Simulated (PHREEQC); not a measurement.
Consider water at 15 °C with 0.0015 mol Cu(BF4)2 and 0.00061 mol HCl per kg of water. Closed to the air; pH follows from the charge balance.

The numbers come from PHREEQC with the ion-association model, phreeqc.dat.

Precipitation was switched off in this run.

**Question.** What pH does the model give?

**Answer.** pH 2.90.

**Question.** In which forms is F present?

**Answer.** BF4- 60 %, HF 19 %, F- 13 %, BF3OH- 5.9 %, BF2(OH)2- 1.6 % of the F.

Species that the database lacks are ignored. Real BF4- forms and hydrolyses slowly; the run takes it at equilibrium.
